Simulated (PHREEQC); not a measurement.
Solution (30 °C): 18 mmol/kgw HCl, 0.85 mmol/kgw CaCl2 and 0.1 mmol/kgw KCl. Closed to the air; pH follows from the charge balance.

Equilibrium calculation in PHREEQC: ion-association model, phreeqc.dat.

| quantity | before | after |
|---|---|---|
| pH | 1.80 | 2.77 |
| SI of Sylvite (KCl) | -6.75 | -8.67 |

Task: What was changed between the two runs?
A) diluted 10-fold with water
B) 0.021 mol/kgw HBr added
C) KCl from 0.0001 to 2e-05 mol/kgw
D) CaCl2 from 0.00085 to 0.000765 mol/kgw
E) KCl from 0.0001 to 1e-05 mol/kgw

Result: A, diluted 10-fold with water

Precipitation was switched off in this run.
